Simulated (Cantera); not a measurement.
A closed system holds: 1 mol CS2, 0.15 mol SO2, 0.46 mol O2, held at 3202 °C and 6.10 bar.

Cantera equilibrium calculation (NASA polynomials, part measured and part estimated; ideal gas, pure solids and liquids). Candidate condensed phases: C, S; 22 gas species. The numbers say what is thermodynamically allowed, not how fast it happens.

Base state: CO 0.409, S2 0.312, S 0.190, SO 0.0721, CO2 0.00634, SO2 0.00503, S2O 0.00184, O 0.00173 (mole fractions); condensed: gas only.

Question: What changes in the equilibrium state with this change: O2 from 0.46 to 0.04 mol?

Answer: 
```csv
species,before,after
S2,0.312,0.287
CS,0.000386,0.273
CO,0.409,0.201
SO,0.0721,4.61e-5
CS2,8.25e-5,0.0559
S,0.190,0.182
SO2,0.00503,2.14e-9
O2,8.53e-5,<1e-9
```
